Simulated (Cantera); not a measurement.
## Low-pressure radical oxidation in H2/O2

An isothermal, constant-pressure homogeneous reactor starts with H2 : O2 = 0.0056 : 0.35 (molar parts), equivalence ratio 0.0080, at 1398 K and 3.83 Torr.

Model: the H2/O2 subset of GRI-Mech 3.0, which has no nitrogen chemistry, integrated in Cantera. Radical loss at walls, strong at low pressure, is not modelled.

```json
[
 {"t (s)": "1.00e-6", "x H2": "0.0157", "x O2": "0.984", "x H2O": "<1e-12", "x H": "1.34e-10", "x OH": "1.30e-12", "x HO2": "1.35e-10", "x O": "1.30e-12"},
 {"t (s)": "7.04e-6", "x H2": "0.0157", "x O2": "0.984", "x H2O": "<1e-12", "x H": "8.88e-10", "x OH": "6.16e-11", "x HO2": "9.50e-10", "x O": "6.17e-11"},
 {"t (s)": "4.96e-5", "x H2": "0.0157", "x O2": "0.984", "x H2O": "1.02e-10", "x H": "4.42e-9", "x OH": "2.35e-9", "x HO2": "6.69e-9", "x O": "2.37e-9"},
 {"t (s)": "0.000349", "x H2": "0.0157", "x O2": "0.984", "x H2O": "1.60e-8", "x H": "1.34e-8", "x OH": "4.58e-8", "x HO2": "4.71e-8", "x O": "4.97e-8"},
 {"t (s)": "0.00246", "x H2": "0.0157", "x O2": "0.984", "x H2O": "5.79e-6", "x H": "7.50e-7", "x OH": "4.50e-6", "x HO2": "3.29e-7", "x O": "5.37e-6"},
 {"t (s)": "0.0173", "x H2": "9.60e-5", "x O2": "0.969", "x H2O": "0.0143", "x H": "0.000690", "x OH": "0.00205", "x HO2": "2.47e-7", "x O": "0.0135"},
 {"t (s)": "0.122", "x H2": "9.02e-5", "x O2": "0.970", "x H2O": "0.0144", "x H": "0.000633", "x OH": "0.00199", "x HO2": "2.41e-7", "x O": "0.0127"},
 {"t (s)": "0.859", "x H2": "6.38e-5", "x O2": "0.974", "x H2O": "0.0147", "x H": "0.000368", "x OH": "0.00168", "x HO2": "2.03e-7", "x O": "0.00883"},
 {"t (s)": "6.05", "x H2": "1.36e-5", "x O2": "0.982", "x H2O": "0.0154", "x H": "3.45e-5", "x OH": "0.000776", "x HO2": "8.52e-8", "x O": "0.00180"},
 {"t (s)": "42.6", "x H2": "6.96e-7", "x O2": "0.984", "x H2O": "0.0158", "x H": "3.94e-7", "x OH": "0.000176", "x HO2": "2.00e-8", "x O": "9.08e-5"},
 {"t (s)": "300", "x H2": "1.01e-7", "x O2": "0.984", "x H2O": "0.0158", "x H": "2.16e-8", "x OH": "6.70e-5", "x HO2": "2.99e-8", "x O": "1.31e-5"}
]
```
x: mole fraction; the columns are a selection and need not sum to one.

Equilibrium at this temperature and pressure: H2 9.86e-8, O2 0.984, H2O 0.0158, H 2.09e-8, OH 6.63e-5, HO2 3.01e-8, O 1.28e-5 (gas phase only).
